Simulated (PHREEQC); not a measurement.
Make-up at 47 °C: 6.1e-05 mol/kgw CaSO4, 0.041 mol/kgw Na2SO4 and 4e-06 mol/kgw H4SiO4. Closed to the air; pH follows from the charge balance.

Model: Pitzer model, pitzer.dat, run in PHREEQC.

This is a speciation only: nothing precipitates in the calculation.

Question: Predict the pH, specific conductance.

Answer: pH 6.93; specific conductance 12000 µS/cm.

Species that the database lacks are ignored. Away from 25 °C the constants follow the database's enthalpies or fits; those with neither stay at their 25 °C values.
